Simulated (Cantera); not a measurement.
Gas-phase reforming

A perfectly stirred reactor is fed with CH4 : H2O : H2 = 1 : 0.99 : 0.23 (molar parts), at 2.86 atm; it is held at 1600 K, and followed from long to short residence time.

Cantera simulation using GRI-Mech 3.0 (53 species, 325 reactions); the numbers are that mechanism's predictions, not measurements.

| τ (s) | x CH4 | x H2O | x H2 | x C2H2 | x CH2O | x CH2 |
|---|---|---|---|---|---|---|
| 0.57 | 0.116 | 0.269 | 0.480 | 0.0706 | 7.24e-7 | 9.95e-9 |
| 0.30 | 0.133 | 0.301 | 0.443 | 0.0768 | 9.83e-7 | 1.18e-8 |
| 0.16 | 0.158 | 0.329 | 0.403 | 0.0776 | 1.34e-6 | 1.33e-8 |
| 0.085 | 0.193 | 0.353 | 0.359 | 0.0726 | 1.83e-6 | 1.44e-8 |
| 0.045 | 0.237 | 0.375 | 0.311 | 0.0622 | 2.50e-6 | 1.51e-8 |
| 0.024 | 0.284 | 0.393 | 0.263 | 0.0486 | 3.33e-6 | 1.55e-8 |
| 0.013 | 0.329 | 0.409 | 0.218 | 0.0345 | 4.24e-6 | 1.59e-8 |
| 0.0068 | 0.370 | 0.423 | 0.177 | 0.0210 | 5.17e-6 | 1.61e-8 |
x: mole fraction; the columns are a selection and need not sum to one.
